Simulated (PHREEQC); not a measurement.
# Acid rinse or clean: an equilibrium model

Dissolve 0.0011 mol H2SO4, 0.0026 mol AlCl3 and 0.22 mol KCl per kg of water at 25 °C. Closed to the air; pH follows from the charge balance.

The numbers come from PHREEQC with the ion-association model, wateq4f.dat.

Precipitation was switched off in this run.

Q: Predict the pH, activity of water.

A: pH 2.77; activity of water 0.992.

Q: In which forms is Al present?

A: Al+3 92 %, AlSO4+ 8.1 % of the Al.
